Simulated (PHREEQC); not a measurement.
PHREEQC input (ion-association model, wateq4f.dat):

```
SOLUTION_MASTER_SPECIES
  An  An-  0  An  62.0  # stands for a non-complexing anion
SOLUTION_SPECIES
  An- = An-
    -log_k 0
    -gamma 3.0 0
PHASES
  Fix_H+
    H+ = H+
    -log_k 0
SOLUTION 1
  temp 25
  units mmol/kgw
  pH 7 charge
  S(6) 0.003
  Ag 0.006
  Na 50
  An 50
END
SELECTED_OUTPUT 1
  -reset false
  -pH true
  -pe true
  -ionic_strength true
  -water true
  -totals Ag Na S S(-2) S(6)
  -molalities Hfo_wOH Hfo_wOH2+ Hfo_wO- Hfo_sOH Hfo_sOH2+ Hfo_sO- Hfo_wSO4- Hfo_wOHSO4-2 Hfo_sOAg Hfo_wOAg
  -saturation_indices Ag2O Ag2SO4 Mirabilite
USER_PUNCH 1
  -headings sigma psi
  10 PUNCH EDL("sigma", "Hfo"), EDL("psi", "Hfo")
PRINT
  -reset false
USE solution 1
SURFACE 1
  Hfo_wOH 3.37079e-05 600 0.015
  Hfo_sOH 8.42697e-07
EQUILIBRIUM_PHASES 1
  Fix_H+ -4 HAn 10
    -force_equality true
  O2(g) -0.68 10
END
# ... the last block is repeated for the other 12 points of pH, with NaOH or the acid as the point needs
```

Selected output (columns that matter, 13 of 13 rows; pH added in front):

```
pH	mu	Ag	Na	S	m_Hfo_wOH	m_Hfo_wOH2+	m_Hfo_wO-	m_Hfo_sOH	m_Hfo_sOH2+	m_Hfo_sO-	si_Ag2O	si_Mirabilite	sigma	psi
4	0.050135	5.9999e-06	0.05	4.1079e-07	4.9655e-06	2.6132e-05	2.1615e-08	1.3444e-07	7.0754e-07	5.8524e-10	-15.196	-8.4362	0.25214	0.15196
4.5	0.050053	5.9993e-06	0.05	6.9785e-07	9.1066e-06	2.2214e-05	8.5526e-08	2.4414e-07	5.9553e-07	2.2929e-09	-14.196	-8.2043	0.20783	0.14214
5	0.050026	5.9965e-06	0.05	1.2556e-06	1.4004e-05	1.7706e-05	2.5375e-07	3.677e-07	4.6488e-07	6.6626e-09	-13.196	-7.9487	0.16188	0.12944
5.5	0.050017	5.9857e-06	0.05	2.008e-06	1.8804e-05	1.3303e-05	6.0886e-07	4.7624e-07	3.3693e-07	1.5421e-08	-12.198	-7.7446	0.12107	0.11478
6	0.050013	5.9497e-06	0.05	2.6273e-06	2.2444e-05	9.7015e-06	1.1894e-06	5.3391e-07	2.3079e-07	2.8296e-08	-11.203	-7.6278	0.086153	0.097859
6.5	0.050011	5.8515e-06	0.05	2.9098e-06	2.4468e-05	7.2576e-06	1.8898e-06	5.0662e-07	1.5027e-07	3.9128e-08	-10.217	-7.5834	0.056933	0.077956
7	0.05001	5.657e-06	0.05	2.984e-06	2.5379e-05	5.734e-06	2.5732e-06	3.8089e-07	8.6057e-08	3.8619e-08	-9.2467	-7.5724	0.034071	0.055371
7.5	0.050009	5.4157e-06	0.05	2.9976e-06	2.5741e-05	4.7523e-06	3.1941e-06	2.1129e-07	3.9009e-08	2.6218e-08	-8.2846	-7.5705	0.016795	0.030981
8	0.050009	5.2178e-06	0.050002	2.9997e-06	2.5829e-05	4.0457e-06	3.7776e-06	8.9018e-08	1.3944e-08	1.3019e-08	-7.317	-7.5701	0.0028785	0.0056261
8.5	0.050013	5.0311e-06	0.050006	3e-06	2.57e-05	3.4353e-06	4.4045e-06	3.2174e-08	4.3006e-09	5.514e-09	-6.3488	-7.57	-0.010405	-0.019878
9	0.050022	4.6862e-06	0.050016	3e-06	2.5218e-05	2.7991e-06	5.2047e-06	1.1299e-08	1.2542e-09	2.332e-09	-5.411	-7.5699	-0.025804	-0.044681
9.5	0.050049	3.935e-06	0.050045	3e-06	2.4044e-05	2.0858e-06	6.3497e-06	4.3095e-09	3.7384e-10	1.1381e-09	-4.5643	-7.5695	-0.045724	-0.067926
10	0.050135	2.7271e-06	0.050133	3e-06	2.1859e-05	1.3585e-06	8.0573e-06	1.9847e-09	1.2335e-10	7.3156e-10	-3.8877	-7.5684	-0.071827	-0.088938
```

Species that the database lacks are ignored.
